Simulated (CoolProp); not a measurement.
Model: reference Helmholtz-energy equation of state, Gao 2022, in CoolProp.

**Question.** Give the vapour pressure (MPa), liquid density (kg/m³), vapour density (kg/m³), enthalpy of vaporisation (kJ/kg) of saturated n-perfluoropentane at 274.5, 341.6 K.

**Answer.** 
```json
[
 {"T (K)": "274.5", "p (MPa)": "0.0320", "liquid density (kg/m³)": "1680", "vapour density (kg/m³)": "4.13", "enthalpy of vaporisation (kJ/kg)": "98.4"},
 {"T (K)": "341.6", "p (MPa)": "0.351", "liquid density (kg/m³)": "1450", "vapour density (kg/m³)": "41.3", "enthalpy of vaporisation (kJ/kg)": "77.5"}
]
```
